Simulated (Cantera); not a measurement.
Mixture: CH₄ : O₂ : N₂ = 1 : 3.28 : 12.3 (molar parts), at 1.00 bar, adiabatic and at constant pressure. Ignition delay is the time to a rise of 400 K.

Computed with Cantera and GRI-Mech 3.0 (53 species, 325 reactions).

Task: What does this change do: 0.027 parts C2H6 added?

Result: 
```json
[
 {"quantity": "delay at 1173 K", "before": "52.2 ms", "after": "26.0 ms"},
 {"quantity": "delay at 1373 K", "before": "3.73 ms", "after": "1.98 ms"},
 {"quantity": "delay at 1573 K", "before": "0.518 ms", "after": "0.256 ms"},
 {"quantity": "delay at 1773 K", "before": "0.127 ms", "after": "66.0 µs"},
 {"quantity": "delay at 1973 K", "before": "44.3 µs", "after": "27.6 µs"},
 {"quantity": "apparent activation energy between 1773 and 1973 K", "before": "150 kJ/mol", "after": "130 kJ/mol"}
]
```
